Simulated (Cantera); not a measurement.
A Cantera script and what it prints.

```python
import numpy as np
import cantera as ct

gas_names = """
    H H2 N NH NH2 NH3 N2 N2H2 N2H4 Si SiH SiH2 SiH3 SiH4 SiN Si2 Si2N Si3
""".split()
cond_names = """
    Si(cr) Si(L) Si3N4(a)
""".split()


# ... load() reads the species with a 1 bar reference pressure and builds the phases ...
atoms = {
    'trisilylamine': {'Si': 3, 'N': 1, 'H': 9},
    'NH3': {'N': 1, 'H': 3},
}
top_T = {'Si3N4(a)': 2400}  # K; cautious upper limits of use, not melting points


# ... equilibrate(T, P, feed) seeds the gas with the atoms and calls Mixture.equilibrate('TP', solver="vcs", rtol=1e-11, max_steps=5000) ...
results = []
feed = {'trisilylamine': 1, 'NH3': 0.34}  # mol
T = 700  # K
P = 750  # Pa
mix = equilibrate(T, P, feed)
results.append((T, P, feed, dict(zip(mix.species_names, mix.species_moles))))
print(gas.report(threshold=0.0001))
for i in range(1, mix.n_phases):
    print(f"{mix.phase(i).name:16s} {mix.phase_moles(i):12.5e} mol")
```

Output:

```
       temperature   700 K
          pressure   750 Pa
           density   0.00025979 kg/m^3
  mean mol. weight   2.016 kg/kmol
   phase of matter   gas

                          1 kg             1 kmol
                     ---------------   ---------------
          enthalpy        5.8289e+06        1.1751e+07  J
   internal energy        2.9419e+06        5.9309e+06  J
           entropy             97373         1.963e+05  J/K
    Gibbs function       -6.2332e+07       -1.2566e+08  J
 heat capacity c_p             14556             29344  J/K
 heat capacity c_v             10432             21030  J/K

                      mass frac. Y      mole frac. X     chem. pot. / RT
                     ---------------   ---------------   ---------------
                H2                 1                 1           -21.591
     [  +17 minor]        1.4408e-08        9.0478e-10

Si(cr)            1.99500e+00 mol
Si3N4(a)          3.35000e-01 mol
```

Equilibrium computed with Cantera from the NASA thermochemical tables; the gas is ideal and each condensed phase is pure. The feed counts by its element totals alone.
